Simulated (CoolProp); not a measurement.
Vapour-liquid equilibrium of cyclohexane (1) + o-xylene (2) at 340.2 K; x and y are mole fractions of (1).

The numbers come from the multi-fluid Helmholtz-energy mixture model, Zhou 2014 and Zhou 2012; pair parameters Bell 2016 in CoolProp.

```csv
x,"bubble pressure, mixture model (bar)","bubble pressure, Raoult's law (bar)","y, mixture model","y, Raoult's law"
0.05,0.1189,0.1037,0.403,0.318
0.125,0.1810,0.1475,0.635,0.559
0.2,0.2374,0.1914,0.742,0.689
0.275,0.2887,0.2352,0.804,0.771
0.35,0.3352,0.2790,0.845,0.827
0.425,0.3778,0.3229,0.875,0.867
0.5,0.4172,0.3667,0.898,0.899
0.575,0.4541,0.4106,0.917,0.923
0.65,0.4896,0.4544,0.933,0.943
0.725,0.5244,0.4983,0.948,0.959
0.8,0.5593,0.5421,0.962,0.973
0.875,0.5951,0.5860,0.976,0.984
0.95,0.6327,0.6298,0.990,0.994
```

The largest gap from Raoult's law is +24.0 % in bubble pressure, at x = 0.2. No azeotrope shows between x = 0.05 and 0.95.

Pair parameters are fitted to limited data, so mixtures are less certain than the pure fluids.
